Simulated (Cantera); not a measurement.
Cantera run, input and output.

```python
import numpy as np
import cantera as ct

gas = ct.Solution("gri30.yaml")
gas.TPX = 2025, 200000, {'NO': 1, 'N2': 1.1}
inlet = ct.Reservoir(gas, clone=True)

reactor = ct.IdealGasConstPressureReactor(gas, energy="off", clone=False)
exhaust = ct.Reservoir(gas, clone=True)
tau = [0.38, 0.17, 0.078, 0.036, 0.016, 0.0074, 0.0034, 0.0015, 0.0007, 0.00032][0]
for a, b in ((inlet, reactor), (reactor, exhaust)):
    ct.MassFlowController(a, b, mdot=lambda t: reactor.mass / tau)
net = ct.ReactorNet([reactor])
show = ['NO', 'O', 'NO2', 'O2', 'N2']

rows = []
print(f"{'tau/s':>10s}{'T/K':>9s}" + "".join(f"{s:>11s}" for s in show))
for tau in [0.38, 0.17, 0.078, 0.036, 0.016, 0.0074, 0.0034, 0.0015, 0.0007, 0.00032]:
    net.initial_time = 0.0
    net.advance(30 * tau)
    before = gas.X
    net.advance(40 * tau)
    drift = np.max(np.abs(gas.X - before) / (gas.X + 1e-9))
    rows.append([gas.T, *gas[show].X, drift])
    print(f"{tau:10.3e}{gas.T:9.1f}" + "".join(f"{x:11.3e}" for x in gas[show].X))
```

It prints:

```
     tau/s      T/K         NO          O        NO2         O2         N2
 3.800e-01   2025.0  2.408e-01  2.014e-04  4.258e-04  1.172e-01  6.414e-01
 1.700e-01   2025.0  3.214e-01  1.666e-04  4.673e-04  7.688e-02  6.011e-01
 7.800e-02   2025.0  3.862e-01  1.321e-04  4.415e-04  4.452e-02  5.687e-01
 3.600e-02   2025.0  4.290e-01  1.030e-04  3.782e-04  2.314e-02  5.472e-01
 1.600e-02   2025.0  4.539e-01  8.121e-05  3.115e-04  1.077e-02  5.348e-01
 7.400e-03   2025.0  4.656e-01  6.825e-05  2.655e-04  4.980e-03  5.290e-01
 3.400e-03   2025.0  4.712e-01  6.015e-05  2.345e-04  2.203e-03  5.262e-01
 1.500e-03   2025.0  4.739e-01  5.373e-05  2.085e-04  8.760e-04  5.248e-01
 7.000e-04   2025.0  4.751e-01  4.686e-05  1.797e-04  3.304e-04  5.243e-01
 3.200e-04   2025.0  4.757e-01  3.660e-05  1.362e-04  9.630e-05  5.240e-01
```

Cantera simulation using GRI-Mech 3.0 (53 species, 325 reactions); the numbers are that mechanism's predictions, not measurements.
